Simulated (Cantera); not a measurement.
An isothermal, constant-pressure homogeneous reactor starts with H2 : O2 : N2 = 0.41 : 1 : 0.51 (molar parts), equivalence ratio 0.20, at 1398 K and 0.0267 bar.

Cantera simulation using GRI-Mech 3.0 (53 species, 325 reactions); the numbers are that mechanism's predictions, not measurements. Radical loss at walls, strong at low pressure, is not modelled. The temperature is held fixed by assumption; the heat of reaction is taken as removed at once.

x: mole fraction; the columns are a selection and need not sum to one.

```
t (s)        x H2   x O2     x NO      x H    x N2O      x OH    x H2O2
--------  -------  -----  -------  -------  -------  --------  --------
5.00e-6     0.214  0.521   <1e-12  2.32e-8   <1e-12   2.66e-9  9.81e-12
2.73e-5     0.214  0.521   <1e-12  1.62e-7   <1e-12   5.22e-8  2.89e-10
0.000150    0.213  0.521   <1e-12  4.90e-5   <1e-12   1.90e-5   8.11e-9
0.000818   0.0139  0.402  7.47e-7   0.0694  3.23e-9    0.0159   3.53e-7
0.00447       [?]  0.426      [?]      [?]      [?]       [?]       [?]
0.0245    0.00118  0.458  6.01e-6  0.00123  1.19e-8   0.00490   2.28e-7
0.134         [?]  0.463  6.05e-6      [?]  2.14e-8       [?]       [?]
0.731     3.53e-6  0.463  6.06e-6  2.02e-7  2.05e-8  0.000272   6.92e-9
4.00      9.84e-7  0.463  6.05e-6  3.00e-8  7.69e-9  0.000144   2.99e-9
```

Q: Complete the blanks.

A: 
- 0.00447, x H2: 0.00969
- 0.00447, x NO: 4.21e-6
- 0.00447, x H: 0.0342
- 0.00447, x N2O: 4.56e-9
- 0.00447, x OH: 0.0136
- 0.00447, x H2O2: 4.05e-7
- 0.134, x H2: 4.27e-5
- 0.134, x H: 8.40e-6
- 0.134, x OH: 0.000941
- 0.134, x H2O2: 3.84e-8
